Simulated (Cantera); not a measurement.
Input: 1 mol SiH2Cl2, 2.1 mol NH3, 0.29 mol H2, equilibrated at 500 °C and 100000 Pa.

These are equilibrium values from Cantera (NASA tables, ideal gas, pure condensed phases), not measurements of a reactor. Candidate condensed phases: NH4Cl, Si, Si3N4; 28 gas species. Kinetics and transport are ignored.

Base state: H2 0.658, HCl 0.224, N2 0.0867, SiCl4 0.0306, NH3 0.000622, SiHCl3 5.65e-5 (mole fractions); condensed: Si3N4(s).

Question: What changes in the equilibrium state with this change: pressure from 100000 Pa to 150 Pa?

Answer: 
```tsv
species	before	after
H2	0.658	0.619
HCl	0.224	0.294
N2	0.0867	0.0747
SiCl4	0.0306	0.0128
NH3	0.000622	7.90e-7
SiHCl3	5.65e-5	1.70e-5
Si3N4(s), mol	0.274	0.309
```
